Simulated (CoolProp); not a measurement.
A closed Brayton cycle with nitrogen: compressor inlet 318.15 K and 4.2 MPa, high pressure 10.2 MPa, turbine inlet 960 K, compressor efficiency 0.8, turbine efficiency 0.85, recuperator effectiveness 0.8 (on enthalpy, no pinch check). Each further row changes one setting.

Model: reference Helmholtz-energy equation of state, Span 2000, in CoolProp.

| case | thermal efficiency (%) | net work (kJ/kg) | compressor to turbine work | compressor exit (K) | turbine exit (K) |
|---|---|---|---|---|---|
| as stated | 27.0 | 75.1 | 0.62 | 433.8 | 791.7 |
| turbine inlet 910 K | 25.1 | 64.8 | 0.65 | 433.8 | 749.0 |
| compressor inlet 328.15 K | 25.8 | 71.1 | 0.64 | 447.3 | 791.7 |
| high pressure 8.67 MPa | 26.1 | 67.1 | 0.59 | 410.3 | 820.1 |
| recuperator effectiveness 0.5 | 19.0 | 75.1 | 0.62 | 433.8 | 791.7 |
